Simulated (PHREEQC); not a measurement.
# Buffer

Consider water at 6.9 °C with 0.29 mol NaHSO4, 0.0021 mol Na2SO4 and 0.0001 mol KCl per kg of water. Closed to the air; pH follows from the charge balance.

Equilibrium calculation in PHREEQC: ion-association model, phreeqc.dat.

```
Item                         Result
--------------------  -------------
pH                             1.04
ionic strength        0.482 mol/kgw
activity of water             0.988
specific conductance    33600 µS/cm
density                 1.027 g/cm³
total alkalinity        -290 meq/kg
```

| species | molality | activity | log γ |
|---|---|---|---|
| Na+ | 0.269 | 0.195 | -0.139 |
| HSO4- | 0.172 | 0.127 | -0.131 |
| H+ | 0.118 | 0.0912 | -0.113 |
| SO4-2 | 0.0951 | 0.0205 | -0.665 |
| NaSO4- | 0.0254 | 0.0178 | -0.155 |
| Cl- | 0.000100 | 6.59e-5 | -0.181 |
| K+ | 9.12e-5 | 5.96e-5 | -0.185 |
| KSO4- | 8.78e-6 | 6.15e-6 | -0.155 |

No solid was allowed to form. At this temperature some constants are extrapolated from 25 °C, and those without enthalpy data are left unchanged.
